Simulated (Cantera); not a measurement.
Input (Python, Cantera):

```python
import numpy as np
import cantera as ct

gas = ct.Solution("gri30.yaml", transport_model="multicomponent")
show = ['CO2', 'O', 'CH4']

rows = []
print(f"{'T/K':>7s}{'rho':>11s}{'cp':>10s}{'mu':>11s}{'lambda':>11s}{'Pr':>7s}" + "".join(f"{'D_' + s:>11s}" for s in show))
for T in [400, 600, 800, 1000, 1200, 1400, 1600]:
    gas.TPX = T, 400, {'N2O': 0.67, 'H2O': 0.31}
    Pr = gas.cp_mass * gas.viscosity / gas.thermal_conductivity
    D = [gas.mix_diff_coeffs_mole[gas.species_index(s)] for s in show]
    rows.append([gas.density, gas.cp_mass, gas.viscosity, gas.thermal_conductivity, Pr, *D])
    print(f"{T:7g}{gas.density:11.4e}{gas.cp_mass:10.1f}{gas.viscosity:11.4e}"
          f"{gas.thermal_conductivity:11.4e}{Pr:7.3f}" + "".join(f"{d:11.4e}" for d in D))
print("SI units: kg/m3, J/kg/K, Pa s, W/m/K, m2/s")
```

Output:

```
    T/K        rho        cp         mu     lambda     Pr      D_CO2        D_O      D_CH4
    400 4.3044e-03    1118.7 1.8341e-05 2.9624e-02  0.693 5.4307e-03 1.1966e-02 8.0528e-03
    600 2.8696e-03    1247.0 2.6281e-05 4.7391e-02  0.692 1.1571e-02 2.4426e-02 1.6811e-02
    800 2.1522e-03    1344.3 3.3315e-05 6.4862e-02  0.690 1.9415e-02 4.0030e-02 2.7877e-02
   1000 1.7218e-03    1419.9 3.9689e-05 8.1804e-02  0.689 2.8743e-02 5.8432e-02 4.0973e-02
   1200 1.4348e-03    1476.0 4.5559e-05 9.7944e-02  0.687 3.9412e-02 7.9405e-02 5.5918e-02
   1400 1.2298e-03    1524.1 5.1035e-05 1.1361e-01  0.685 5.1319e-02 1.0278e-01 7.2582e-02
   1600 1.0761e-03    1564.8 5.6192e-05 1.2876e-01  0.683 6.4391e-02 1.2843e-01 9.0867e-02
SI units: kg/m3, J/kg/K, Pa s, W/m/K, m2/s
```

Detailed kinetics in Cantera: GRI-Mech 3.0 (53 species, 325 reactions). Polar gases are described roughly by these parameters. The composition is frozen, though it would react at the higher temperatures.
